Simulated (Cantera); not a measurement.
A closed system holds: 1 mol B2O3, 1.8 mol H2O, 24 mol N2, held at 0.220 bar.

Cantera equilibrium calculation (NASA polynomials, part measured and part estimated; ideal gas, pure solids and liquids). Candidate condensed phases: B, BN, B2O3, B3O3H3, H2O; 39 gas species. Rates play no part. All values below are at 1477 °C.

Base state: N2 0.895, HBO2 0.0609, H2O 0.0364, B2O3 0.00679, H2 0.000303, BO2 0.000124, O2 7.29e-5, NO 6.93e-5 (mole fractions); condensed: gas only.

Problem. What changes in the equilibrium state with this change: B2O3 replaced by borazine?

Solution. 
```json
[
 {"species": "N2", "before": "0.895", "after": "0.824"},
 {"species": "H2", "before": "0.000303", "after": "0.154"},
 {"species": "HBO2", "before": "0.0609", "after": "0.00836"},
 {"species": "H2O", "before": "0.0364", "after": "0.000612"},
 {"species": "O2", "before": "7.29e-5", "after": "<1e-9"},
 {"species": "B2O2", "before": "1.51e-8", "after": "0.000509"},
 {"species": "NO", "before": "6.93e-5", "after": "2.20e-9"},
 {"species": "HBO", "before": "1.04e-6", "after": "0.00433"},
 {"species": "BN(s), mol", "before": "0", "after": "1.84"},
 {"species": "B2O3(l), mol", "before": "0", "after": "0.147"}
]
```
The feed counts by its element totals alone. Mutual solubility and eutectic melting of coexisting phases are not modelled.
